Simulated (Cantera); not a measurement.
Charge: 1 mol SiO₂, 0.2 mol Al₂O₃, 7.3 mol N₂, at 873.15 K and 100 Torr.

Cantera equilibrium calculation (NASA polynomials, part measured and part estimated; ideal gas, pure solids and liquids). Candidate condensed phases: Al, AlN, Al₂O₃, Al₂SiO₅, Al₆Si₂O₁₃, Si, SiO₂, Si₂N₂O, Si₃N₄; 23 gas species. Condensed phases not in the tables: alloys, solid solutions and most ternary compounds. The numbers say what is thermodynamically allowed, not how fast it happens.

Base state: N₂ 1.00 (mole fractions); condensed: Al₂SiO₅(andalusite) + SiO₂(β-quartz).

**Question.** What changes in the equilibrium state with this change: temperature from 873.15 K to 1975 K?

**Answer.** 
```tsv
species	before	after
N₂	1.00	1.000
SiO	<1e-9	7.73e-5
NO	<1e-9	5.39e-5
Al₂SiO₅(andalusite), mol	0.200	0
SiO₂(β-quartz), mol	0.800	0
Al₆Si₂O₁₃(mullite), mol	0	0.0667
SiO₂(condensed), mol	0	0.866
```
Mutual solubility and eutectic melting of coexisting phases are not modelled. The tables hold silica as quartz up to 1696 K and as liquid above; real silica turns to tridymite and cristobalite and melts near 1996 K.
